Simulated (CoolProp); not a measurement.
Vapour-liquid equilibrium of propane (1) + n-pentane (2) at 0.0786 bar; x and y are mole fractions of (1).

The numbers come from the multi-fluid Helmholtz-energy mixture model, Lemmon 2009 and Thol 2019; pair parameters Kunz 2012 in CoolProp.

Give the bubble temperature and the first vapour's composition at x = 0.05, 0.2, 0.8. Is there an azeotrope?

x = 0.05: -46.0 °C, y = 0.779; x = 0.2: -67.6 °C, y = 0.965; x = 0.8: -84.5 °C, y = 0.998. No azeotrope shows between x = 0.05 and 0.95.

Pair parameters are fitted to limited data, so mixtures are less certain than the pure fluids.
